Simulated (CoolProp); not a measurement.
Computed with CoolProp (reference Helmholtz-energy equation of state, Smukala 2000).

Question: For ethylene, give the phase and the density (kg/m³), isothermal compressibility (1/MPa), fugacity coefficient at 287 K and 24.7 MPa; 305.8 K and 24.7 MPa.

Answer: 
- 287 K and 24.7 MPa: supercritical; density 436, isothermal compressibility 0.00639, fugacity coefficient 0.262
- 305.8 K and 24.7 MPa: supercritical; density 407, isothermal compressibility 0.00865, fugacity coefficient 0.331
